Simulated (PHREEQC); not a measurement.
Consider water at 15 °C with 0.076 mol HBF4 per kg of water. Closed to the air; pH follows from the charge balance.

Equilibrium calculation in PHREEQC: ion-association model, wateq4f.dat.

The pH is 1.21. The ionic strength comes out as 0.0737 mol/kgw and the total alkalinity is -304 meq/kg.

```json
[
 {"species": "H+", "molality": "0.0737", "activity": "0.0619", "log γ": "-0.076"},
 {"species": "BF4-", "molality": "0.0714", "activity": "0.0553", "log γ": "-0.111"},
 {"species": "HF", "molality": "0.0110", "activity": "0.0112", "log γ": "0.007"},
 {"species": "H3BO3", "molality": "0.00247", "activity": "0.00252", "log γ": "0.007"},
 {"species": "BF3OH-", "molality": "0.00193", "activity": "0.00150", "log γ": "-0.111"},
 {"species": "H2F2", "molality": "0.000459", "activity": "0.000467", "log γ": "0.007"},
 {"species": "F-", "molality": "0.000183", "activity": "0.000144", "log γ": "-0.104"},
 {"species": "BF2(OH)2-", "molality": "0.000163", "activity": "0.000126", "log γ": "-0.111"},
 {"species": "HF2-", "molality": "7.21e-6", "activity": "5.67e-6", "log γ": "-0.104"},
 {"species": "BF(OH)3-", "molality": "1.68e-7", "activity": "1.30e-7", "log γ": "-0.111"}
]
```

This is a speciation only: nothing precipitates in the calculation. Real BF4- forms and hydrolyses slowly; the run takes it at equilibrium.
